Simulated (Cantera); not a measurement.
An isothermal, constant-pressure homogeneous reactor starts with 0.550 % H₂, 50.0 % O₂, 49.5 % N₂, equivalence ratio 0.0055, at 1100 K and 10.00 Torr.

Model: GRI-Mech 3.0 (53 species, 325 reactions), integrated in Cantera. Radical loss at walls, strong at low pressure, is not modelled.

x: mole fraction; the columns are a selection and need not sum to one.

```
t (s)        x H₂   x O₂    x H₂O₂     x NO₂     x H₂O     x HO₂       x O
--------  -------  -----  --------  --------  --------  --------  --------
2.00e-6   0.00550  0.500    <1e-12    <1e-12    <1e-12    <1e-12    <1e-12
1.50e-5   0.00550  0.500    <1e-12    <1e-12    <1e-12  4.80e-12    <1e-12
0.000112  0.00550  0.500    <1e-12    <1e-12    <1e-12  3.60e-11  1.14e-11
0.000843  0.00550  0.500    <1e-12    <1e-12  1.15e-10  2.71e-10  2.94e-10
0.00632   0.00550  0.500  1.16e-12    <1e-12   5.43e-8   2.41e-9   4.89e-8
0.0474    3.02e-5  0.495       ___    <1e-12   0.00518   7.84e-7   0.00388
0.356     7.59e-6  0.497       ___  3.00e-12   0.00540   4.42e-7   0.00116
2.67      3.69e-7  0.498       ___  1.29e-11   0.00549   7.94e-8   5.83e-5
20.0      1.20e-8  0.498  4.00e-10  2.28e-11   0.00551   5.64e-9   1.98e-6
```

**Question.** Fill in the missing entries.

**Answer.** 
- 0.0474, x H₂O₂: 1.16e-8
- 0.356, x H₂O₂: 9.72e-9
- 2.67, x H₂O₂: 4.27e-9
